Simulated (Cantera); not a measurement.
Input: 1 mol Fe, 0.48 mol H2S, 19 mol N2, equilibrated at 1448.15 K and 4.50 Torr.

Equilibrium computed with Cantera from the NASA thermochemical tables; the gas is ideal and each condensed phase is pure. Candidate condensed phases: Fe, FeS, FeS2, S; 16 gas species. Metal and sulfide melt together well below either melting point, which pure phases cannot show. Mutual solubility and eutectic melting of coexisting phases are not modelled. FeS: taken at fixed stoichiometry. The numbers say what is thermodynamically allowed, not how fast it happens.

**Question.** What is the equilibrium state?

**Answer.** 
| Item | Value |
|---|---|
| x(N2) | 0.974 |
| x(H2) | 0.0242 |
| x(S2) | 0.00131 |
| x(H2S) | 0.000320 |
| x(SH) | 7.37e-5 |
| x(H) | 1.86e-5 |
| x(S) | 1.02e-5 |
| x(Fe) | 7.97e-6 |
| n(Fe(γ)) | 0.579 mol |
| n(FeS(s)) | 0.421 mol |
| gas amount | 19.51 mol |
| log10 activity of S(l) (absent) | -3.71 |
